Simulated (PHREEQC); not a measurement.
Make-up at 25 °C: 0.00095 mol/kgw NaHS and 0.0058 mol/kgw NaHCO3. Closed to the air; pH follows from the charge balance.

Computed with PHREEQC (ion-association model, wateq4f.dat).

```yaml
pH: 8.35
ionic_strength: 0.00680 mol/kgw
total_alkalinity: 6.75 meq/kg
```

```json
[
 {"species": "Na+", "molality": "0.00673", "activity": "0.00617", "log γ": "-0.037"},
 {"species": "HCO3-", "molality": "0.00565", "activity": "0.00519", "log γ": "-0.037"},
 {"species": "HS-", "molality": "0.000917", "activity": "0.000839", "log γ": "-0.038"},
 {"species": "CO3-2", "molality": "7.60e-5", "activity": "5.42e-5", "log γ": "-0.147"},
 {"species": "CO2", "molality": "5.23e-5", "activity": "5.24e-5", "log γ": "0.001"},
 {"species": "H2S", "molality": "3.29e-5", "activity": "3.30e-5", "log γ": "0.001"},
 {"species": "NaHCO3", "molality": "1.80e-5", "activity": "1.80e-5", "log γ": "0.001"},
 {"species": "NaCO3-", "molality": "6.78e-6", "activity": "6.23e-6", "log γ": "-0.037"},
 {"species": "OH-", "molality": "2.43e-6", "activity": "2.23e-6", "log γ": "-0.038"},
 {"species": "S-2", "molality": "3.18e-8", "activity": "2.26e-8", "log γ": "-0.148"},
 {"species": "H+", "molality": "4.85e-9", "activity": "4.49e-9", "log γ": "-0.034"}
]
```

Precipitation was switched off in this run. Complexes and solids missing from the database can't appear. The polysulfide entries of wateq4f.dat were taken out for this run.
